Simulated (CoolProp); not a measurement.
Vapour-liquid equilibrium of R22 (1) + n-hexane (2) at 285.4 K; x and y are mole fractions of (1).

The numbers come from the multi-fluid Helmholtz-energy mixture model, Kamei 1995 and Thol 2019; pair parameters Bell 2016 in CoolProp.

Task: Give the bubble pressure and the first vapour's composition at x = 0.15, 0.75, 0.95. Is there an azeotrope?

Result: x = 0.15: 1.682 bar, y = 0.938; x = 0.75: 5.631 bar, y = 0.990; x = 0.95: 6.891 bar, y = 0.998. No azeotrope shows between x = 0.05 and 0.95.

The pair parameters rest on a limited set of measurements; away from them the model extrapolates. The gap from Raoult's law changes sign with composition, which may be real or a fault of the pair parameters; it wasn't checked against measurements.
